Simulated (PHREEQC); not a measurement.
Consider water at 20 °C with 4.2 mmol/kgw Cu(BF4)2, 130 mmol/kgw H2SO4 and 2.1 mmol/kgw Na2SO4. Closed to the air; pH follows from the charge balance.

Equilibrium calculation in PHREEQC: ion-association model, phreeqc.dat.

Precipitation was switched off in this run.

Question: Order these S species by the share of S that they hold, largest first: NaSO4-, SO4-2, CuSO4, HSO4-.

Answer: HSO4- (80 %), SO4-2 (19 %), CuSO4 (1.0 %), NaSO4- (0.11 %)

The pH is 0.91 and the ionic strength 0.190 mol/kgw. Real BF4- forms and hydrolyses slowly; the run takes it at equilibrium.
